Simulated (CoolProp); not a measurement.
Normal hydrogen at 293.15 K and 0.995 MPa is throttled through a valve to 0.184 MPa with no heat exchange. Each further row changes one setting.

Computed with CoolProp (reference Helmholtz-energy equation of state, Leachman 2009).

| case | temperature change (K) | final density (kg/m³) |
|---|---|---|
| as stated | +0.2 | 0.152 |
| outlet pressure 0.0552 MPa | +0.3 | 0.0456 |
| outlet pressure 0.239 MPa | +0.2 | 0.197 |
